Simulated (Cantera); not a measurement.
# Thermodynamics of hydrogen reduction and annealing atmospheres, feed ZrO2 + H2 + N2

Feed: 1 mol ZrO2, 1.3 mol H2, 0.59 mol N2, at 2.00 bar.

Method: chemical equilibrium by Gibbs-energy minimisation in Cantera with the NASA 1993 tables (ideal gas, pure condensed phases). Candidate condensed phases: H2O, Zr, ZrN, ZrO2; 28 gas species. Mutual solubility and eutectic melting of coexisting phases are not modelled. ZrN: taken at fixed stoichiometry. Condensed phases not in the tables: solid solutions among these carbides, nitrides and lower oxides. The numbers say what is thermodynamically allowed, not how fast it happens.

```tsv
T (°C)	x H2	x N2	x H	x H2O	x NH3	x NH2	x OH	n ZrO2(tetragonal)	n ZrN(s)
1275	0.688	0.312	1.81e-5	2.25e-5	3.43e-5	2.50e-9	1.98e-11	1.000	0
1375	0.688	0.312	5.22e-5	3.79e-5	2.63e-5	5.95e-9	1.29e-10	1.000	0
1475	0.688	0.312	0.000134	6.00e-5	2.08e-5	1.28e-8	6.82e-10	1.000	0
1575	0.687	0.312	0.000311	9.03e-5	1.69e-5	2.54e-8	3.00e-9	1.000	0
1675	0.687	0.312	0.000662	0.000130	1.40e-5	4.69e-8	1.14e-8	1.000	0.000123
1775	0.687	0.312	0.00131	0.000181	1.18e-5	8.16e-8	3.78e-8	1.000	0.000172
1875	0.686	0.312	0.00244	0.000245	1.01e-5	1.35e-7	1.12e-7	1.000	0.000232
```
x: gas mole fraction; n: condensed amount in mol.

From 1275 °C to 1575 °C the condensed part is ZrO2(tetragonal). From 1675 °C to 1875 °C the condensed part is ZrN(s) + ZrO2(tetragonal).
